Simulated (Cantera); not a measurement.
Input: 1 mol B2O3, 21 mol NH3, 130 mol H2, held at 1200 K and 1.10 mbar.

These are equilibrium values from Cantera (NASA tables, ideal gas, pure condensed phases), not measurements of a reactor. Candidate condensed phases: B, BN, B2O3, B3O3H3, H2O; 39 gas species. Mutual solubility and eutectic melting of coexisting phases are not modelled. Kinetics and transport are ignored.

Base state: H2 0.938, N2 0.0609, HBO2 0.000462, H2O 0.000340, HBO 6.75e-5 (mole fractions); condensed: BN(s) + B2O3(l).

**Question.** What changes in the equilibrium state with this change: B2O3 replaced by B?

**Answer.** 
```tsv
species	before	after
H2	0.938	0.942
N2	0.0609	0.0583
HBO2	0.000462	0
H2O	0.000340	0
HBO	6.75e-5	0
BN(s), mol	0.0616	1.00
B2O3(l), mol	0.922	0
```

**Question.** What changes in the equilibrium state with this change: temperature from 1200 K to 1973 K?

**Answer.** 
```
species        before     after
------------  -------  --------
H2              0.938     0.889
N2             0.0609    0.0594
H             5.76e-6    0.0384
HBO           6.75e-5   0.00476
BO            1.81e-8   0.00306
BO2             <1e-9   1.36e-5
OH              <1e-9   1.06e-5
B2O2          1.01e-7   7.25e-5
B2O3          8.36e-6  0.000292
BN(s), mol     0.0616         0
B2O3(l), mol    0.922         0
```
